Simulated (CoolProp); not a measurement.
Vapour-liquid equilibrium of C2F6 (R116) (1) + propane (2) at 226.2 K; x and y are mole fractions of (1).

Model: multi-fluid Helmholtz-energy mixture model, Lemmon 2006 and Lemmon 2009; pair parameters Bell 2016, in CoolProp.

| x | bubble pressure (bar) | y at the bubble point | dew pressure at overall composition x (bar) | liquid density (mol/L) |
|---|---|---|---|---|
| 0.05 | 1.952 | 0.586 | 0.8575 | 13.11 |
| 0.125 | 2.913 | 0.728 | 0.9312 | 12.83 |
| 0.2 | 3.356 | 0.769 | 1.019 | 12.56 |
| 0.275 | 3.548 | 0.784 | 1.124 | 12.30 |
| 0.35 | 3.631 | 0.792 | 1.253 | 12.05 |
| 0.425 | 3.678 | 0.796 | 1.414 | 11.81 |
| 0.5 | 3.722 | 0.801 | 1.624 | 11.59 |
| 0.575 | 3.778 | 0.809 | 1.904 | 11.38 |
| 0.65 | 3.849 | 0.821 | 2.298 | 11.19 |
| 0.725 | 3.931 | 0.840 | 2.883 | 11.02 |
| 0.8 | 4.017 | 0.867 | 3.713 | 10.87 |
| 0.875 | 4.096 | 0.904 | 4.038 | 10.73 |
| 0.95 | 4.153 | 0.956 | 4.149 | 10.62 |

No azeotrope shows between x = 0.05 and 0.95.

Pair parameters are fitted to limited data, so mixtures are less certain than the pure fluids. With so large a gap from Raoult's law the liquid may split in two, which this calculation doesn't test in full.
